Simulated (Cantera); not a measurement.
What does this Cantera script print?

```python
import numpy as np
import cantera as ct

gas_names = """
    B BH BH2 BH3 BN BO BO2 B2 B2O B2O2 B2O3 B3O3H3 H HBO HBO2 HNO HNO2 HNO3 HO2 H2 H2O H2O2 H3B3O6 N NH
    NH2 NH3 NH2OH NO NO2 NO3 N2 N2H2 N2H4 N2O O OH O2 O3
""".split()
cond_names = """
    B(b) B(L) BN(s) B2O3(L) B3O3H3(cr) H2O(s) H2O(L)
""".split()


# ... load() reads the species with a 1 bar reference pressure and builds the phases ...
atoms = {
    'B2H6': {'B': 2, 'H': 6},
    'H2O': {'H': 2, 'O': 1},
    'H2': {'H': 2},
    'NH3': {'N': 1, 'H': 3},
}
top_T = {'BN(s)': 3200}  # K; cautious upper limits of use, not melting points


# ... equilibrate(T, P, feed) seeds the gas with the atoms and calls Mixture.equilibrate('TP', solver="vcs", rtol=1e-11, max_steps=5000) ...
results = []
feed = {'B2H6': 1, 'H2O': 0.12, 'H2': 1, 'NH3': 0.14}  # mol
P = 1600  # Pa
for T in [750, 900, 1050, 1200, 1350, 1500, 1650, 1800, 1950]:
    mix = equilibrate(T, P, feed)
    results.append((T, P, feed, dict(zip(mix.species_names, mix.species_moles))))
    x = sorted(zip(gas.X, gas.species_names), reverse=True)
    print(f"T = {T:g} K  P = {P:g} Pa  gas = {mix.phase_moles(0):.4g} mol")
    print("   x: " + "  ".join(f"{s} {v:.3e}" for v, s in x if v > 1e-05))
    print("   condensed (mol): " + ("  ".join(f"{mix.phase(i).name} {mix.phase_moles(i):.4g}"
          for i in range(1, mix.n_phases) if mix.phase_moles(i) > 1e-12) or "none"))
```

Result:

```
T = 750 K  P = 1600 Pa  gas = 4.329 mol
   x: H2 9.995e-01  B3O3H3 4.500e-04
   condensed (mol): B(b) 1.778  BN(s) 0.14  B2O3(L) 0.03805
T = 900 K  P = 1600 Pa  gas = 4.329 mol
   x: H2 9.993e-01  B3O3H3 6.693e-04
   condensed (mol): B(b) 1.777  BN(s) 0.14  B2O3(L) 0.0371
T = 1050 K  P = 1600 Pa  gas = 4.328 mol
   x: H2 9.992e-01  B3O3H3 8.030e-04  HBO 2.388e-05
   condensed (mol): B(b) 1.776  BN(s) 0.14  B2O3(L) 0.03649
T = 1200 K  P = 1600 Pa  gas = 4.329 mol
   x: H2 9.987e-01  B3O3H3 8.657e-04  HBO 4.668e-04
   condensed (mol): B(b) 1.776  BN(s) 0.14  B2O3(L) 0.03555
T = 1350 K  P = 1600 Pa  gas = 4.34 mol
   x: H2 9.941e-01  HBO 4.596e-03  B3O3H3 8.758e-04  B2O2 2.490e-04  HBO2 7.874e-05  B2O3 4.394e-05  H 1.879e-05
   condensed (mol): B(b) 1.769  BN(s) 0.14  B2O3(L) 0.0284
T = 1500 K  P = 1600 Pa  gas = 4.386 mol
   x: H2 9.770e-01  HBO 1.903e-02  B2O2 2.761e-03  B2O3 4.277e-04  HBO2 3.250e-04  B3O3H3 2.655e-04  H 1.376e-04  BO 6.985e-05
   condensed (mol): B(b) 1.743  BN(s) 0.14
T = 1650 K  P = 1600 Pa  gas = 4.392 mol
   x: H2 9.747e-01  HBO 2.147e-02  B2O2 2.439e-03  H 7.091e-04  BO 3.324e-04  HBO2 1.291e-04  B2O3 1.201e-04  BH2 3.941e-05  N2 1.292e-05
   condensed (mol): B(b) 1.741  BN(s) 0.1399
T = 1800 K  P = 1600 Pa  gas = 4.4 mol
   x: H2 9.716e-01  HBO 2.210e-02  H 2.790e-03  B2O2 1.911e-03  BO 1.131e-03  N2 2.659e-04  BH2 1.264e-04  HBO2 5.203e-05  B2O3 3.394e-05
   condensed (mol): B(b) 1.742  BN(s) 0.1377
T = 1950 K  P = 1600 Pa  gas = 4.431 mol
   x: H2 9.617e-01  HBO 2.122e-02  H 8.887e-03  N2 3.421e-03  BO 2.987e-03  B2O2 1.377e-03  BH2 3.352e-04  B2O 3.856e-05  HBO2 2.135e-05
   condensed (mol): B(b) 1.769  BN(s) 0.1097
```

These are equilibrium values from Cantera (NASA tables, ideal gas, pure condensed phases), not measurements of a reactor. The feed counts by its element totals alone. Mutual solubility and eutectic melting of coexisting phases are not modelled. The tables' values for BH2 are old estimates; treat these amounts as uncertain.
